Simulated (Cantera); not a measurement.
An isothermal, constant-pressure homogeneous reactor starts with N₂O : H₂O = 1 : 0.013 (molar parts), at 1525 K and 1.01 bar. Integrator tolerance rtol = 1e-08.

Cantera simulation using GRI-Mech 3.0 (53 species, 325 reactions); the numbers are that mechanism's predictions, not measurements. GRI-Mech 3.0 was tuned for natural gas; its chemistry of N2O as a main component is partial and can be far from experiment. The temperature is held fixed by assumption; the heat of reaction is taken as removed at once.

Q: What does this change do: H2O 0.013 to 0.034 parts?

A: 
```tsv
quantity	before	after
x(N₂O) at 1.00 s	5.26e-6 (gas-phase equilibrium 8.92e-8)	4.32e-6 (gas-phase equilibrium 8.74e-8)
x(H₂O) at 1.00 s	0.00858 (gas-phase equilibrium 0.00858)	0.0221 (gas-phase equilibrium 0.0221)
x(O₂) at 1.00 s	0.266 (gas-phase equilibrium 0.330)	0.266 (gas-phase equilibrium 0.325)
x(HO₂) at 1.00 s	8.13e-8 (gas-phase equilibrium 9.53e-8)	1.30e-7 (gas-phase equilibrium 1.52e-7)
x(H) at 1.00 s	4.96e-9 (gas-phase equilibrium 4.69e-9)	7.97e-9 (gas-phase equilibrium 7.56e-9)
x(OH) at 1.00 s	3.01e-5 (gas-phase equilibrium 3.18e-5)	4.84e-5 (gas-phase equilibrium 5.08e-5)
x(N₂) at 1.00 s	0.597 (gas-phase equilibrium 0.660)	0.592 (gas-phase equilibrium 0.651)
```

Q: What does this change do: N2O 1 to 0.21 parts?

A: 
| quantity | before | after |
|---|---|---|
| x(N₂O) at 1.00 s | 5.26e-6 (gas-phase equilibrium 8.92e-8) | 3.52e-6 (gas-phase equilibrium 8.50e-8) |
| x(H₂O) at 1.00 s | 0.00858 (gas-phase equilibrium 0.00858) | 0.0396 (gas-phase equilibrium 0.0396) |
| x(O₂) at 1.00 s | 0.266 (gas-phase equilibrium 0.330) | 0.264 (gas-phase equilibrium 0.319) |
| x(HO₂) at 1.00 s | 8.13e-8 (gas-phase equilibrium 9.53e-8) | 1.73e-7 (gas-phase equilibrium 2.00e-7) |
| x(H) at 1.00 s | 4.96e-9 (gas-phase equilibrium 4.69e-9) | 1.07e-8 (gas-phase equilibrium 1.02e-8) |
| x(OH) at 1.00 s | 3.01e-5 (gas-phase equilibrium 3.18e-5) | 6.46e-5 (gas-phase equilibrium 6.77e-5) |
| x(N₂) at 1.00 s | 0.597 (gas-phase equilibrium 0.660) | 0.584 (gas-phase equilibrium 0.639) |
